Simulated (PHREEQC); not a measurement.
Solution (50 °C): 0.011 mol/kgw H2SO4 and 0.0044 mol/kgw NaCl. Closed to the air; pH follows from the charge balance.

The numbers come from PHREEQC with the ion-association model, phreeqc.dat.

Problem. The ionic strength comes out as 0.0241 mol/kgw. What activity coefficients do Na+, H+, SO4-2, NaSO4-, Cl- get?

Solution. Na+ 0.86, H+ 0.88, SO4-2 0.54, NaSO4- 0.86, Cl- 0.85.

No solid was allowed to form. Species that the database lacks are ignored. Constants without temperature data keep their 25 °C values here.
